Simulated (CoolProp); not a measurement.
Properties of n-butane along the isobar 101 kPa (Tc = 152.0 °C, pc = 3796 kPa, ω = 0.201).

Model: reference Helmholtz-energy equation of state, Bücker 2006, in CoolProp.

```csv
T (°C),phase,Z,conductivity (mW/(m K)),Prandtl number
-19.85,liquid,0.004484,124,4.48
9.35,gas,0.9638,15.1,0.779
38.65,gas,0.9743,17.9,0.771
67.85,gas,0.9811,21.1,0.765
97.15,gas,0.9857,24.5,0.761
126.35,gas,0.9889,28.2,0.756
155.65,gas,0.9913,32.2,0.750
184.85,gas,0.9931,36.4,0.742
214.15,gas,0.9944,40.9,0.734
243.35,gas,0.9955,45.7,0.725
272.65,gas,0.9963,50.8,0.715
301.85,gas,0.9970,56.1,0.705
```

Viscosity comes from a separate model (Vogel 1999). Thermal conductivity comes from a separate model (Perkins 2002).
